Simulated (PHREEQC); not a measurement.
Consider water at 40 °C with 0.011 mol/kgw HNO3 and 0.32 mol/kgw CuCl2. Closed to the air; pH follows from the charge balance.

Equilibrium calculation in PHREEQC: ion-association model, phreeqc.dat.

| quantity | before | after |
|---|---|---|
| pH | 2.08 | 2.09 |
| Cl- (mol/kgw) | 0.501 | 0.710 |
| Cu+2 (mol/kgw) | 0.193 | 0.256 |
| CuCl+ (mol/kgw) | 0.115 | 0.199 |
| CuCl2 (mol/kgw) | 0.0118 | 0.0254 |

What was changed between the two runs?
(A) diluted 100-fold with water
(B) temperature from 40 to 25 °C
(C) temperature from 40 to 35 °C
(D) HNO3 left out
(E) CuCl2 from 0.32 to 0.48 mol/kgw

E, CuCl2 from 0.32 to 0.48 mol/kgw

This is a speciation only: nothing precipitates in the calculation. The ionic strength passes 0.7 mol/kgw, the rough limit of the ion-association models, in every such run. Constants without temperature data keep their 25 °C values here.
